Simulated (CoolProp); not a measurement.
Computed with CoolProp (reference Helmholtz-energy equation of state, Thol 2016).

Problem. For R1234ze(E), give the phase and the Joule-Thomson coefficient (K/MPa), isothermal compressibility (1/MPa), viscosity (µPa s), Prandtl number at 256.9 K and 14.6 MPa; 349.7 K and 9.13 MPa.

Solution. 
- 256.9 K and 14.6 MPa: liquid; Joule-Thomson coefficient -0.325, isothermal compressibility 0.00167, viscosity 384, Prandtl number 5.01
- 349.7 K and 9.13 MPa: liquid; Joule-Thomson coefficient 0.126, isothermal compressibility 0.00799, viscosity 128, Prandtl number 2.84

Viscosity comes from a separate model (Bell 2016), an estimate that may be off by 10 % or more. Thermal conductivity comes from a separate model (Perkins 2011).
